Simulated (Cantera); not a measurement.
A perfectly stirred reactor is fed with CH₄ : C₂H₆ : C₃H₈ : O₂ : N₂ : H₂O = 1 : 0.053 : 0.42 : 10.5 : 39.3 : 4.9 (molar parts), at 0.207 atm; it is adiabatic with a 550 K inlet, and is followed from long to short residence time, starting on the burning branch (τ in s: 0.038, 0.015, 0.0063, 0.0026, 0.0011, 0.00043, 0.00018, 7.3e-05, 3e-05, 1.2e-05).

Model: GRI-Mech 3.0 (53 species, 325 reactions), integrated in Cantera. GRI-Mech 3.0 was tuned for natural gas; its chemistry of propane as a main component is partial and can be far from experiment.

Q: Predict: blow-out, bracketed by the residence times tried; x(CH₄) at τ = 38.0 ms; x(C₂H₆) at τ = 38.0 ms; x(C₃H₈) at τ = 38.0 ms; x(C₂H₂) at τ = 38.0 ms; x(HCN) at τ = 38.0 ms; x(CH₄) at τ = 0.430 ms; x(C₂H₆) at τ = 0.430 ms; x(C₃H₈) at τ = 0.430 ms.

A: 
```
Quantity                                                                      Result
------------------------------------------------  ----------------------------------
blow-out, bracketed by the residence times tried  burning at 2.60 ms, out at 1.10 ms
x(CH₄) at τ = 38.0 ms                                                        4.25e-5
x(C₂H₆) at τ = 38.0 ms                                                       5.72e-7
x(C₃H₈) at τ = 38.0 ms                                                       4.67e-6
x(C₂H₂) at τ = 38.0 ms                                                       8.76e-7
x(HCN) at τ = 38.0 ms                                                        1.02e-9
x(CH₄) at τ = 0.430 ms                                                        0.0178
x(C₂H₆) at τ = 0.430 ms                                                     0.000944
x(C₃H₈) at τ = 0.430 ms                                                      0.00748
```
